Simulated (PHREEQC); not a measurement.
# Alkaline etch or developer

Dissolve 1.3 mmol/kgw CsOH, 0.0084 mmol/kgw CO2 and 170 mmol/kgw (CH3)4NCl at 25 °C. Closed to the air; pH follows from the charge balance.

Equilibrium calculation in PHREEQC: ion-association model, wateq4f.dat.

Each row changes one thing in this solution. Precipitation was switched off in this run.

```tsv
case	pH	CO3-2 (mol/kgw)	HCO3- (mol/kgw)	CO2 (mol/kgw)
as made	10.97	7.64e-6	7.57e-7	1.34e-11
(CH3)4NCl from 0.17 to 0.085 mol/kgw	11.00	7.58e-6	8.23e-7	1.46e-11
CO2 from 8.4e-06 to 4.2e-05 mol/kgw	10.95	3.80e-5	3.97e-6	7.39e-11
temperature from 25 to 75 °C	…	3.91e-6	4.49e-6	1.45e-9
temperature from 25 to 30 °C	…	7.43e-6	9.65e-7	2.34e-11
```

Task: Fill in the missing entries.

Result: 
- temperature from 25 to 75 °C, pH: 9.66
- temperature from 25 to 30 °C, pH: 10.81

(CH3)4N+ isn't in the database: it is added as a free cation with an ion size of 4 Å. At this temperature some constants are extrapolated from 25 °C, and those without enthalpy data are left unchanged.
